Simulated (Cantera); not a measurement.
Feed: 1 mol CH3SiH3, 0.18 mol C2H2, 1100 mol H2, equilibrated at 0.0100 bar.

These are equilibrium values from Cantera (NASA tables, ideal gas, pure condensed phases), not measurements of a reactor. Candidate condensed phases: C, C6H6, C7H8, C8H18, Si, SiC; 87 gas species. The feed counts by its element totals alone. Equilibrium is a limit: real reactors are often held back by kinetics, nucleation or transport.

**Question.** At 1700 K, list the 4 most abundant gas species with their mole fractions, and the condensed phases.

**Answer.** H2 0.998, H 0.00147, C2H2 (acetylene) 7.33e-5, CH4 1.09e-5. Condensed: C(graphite) + SiC(s).
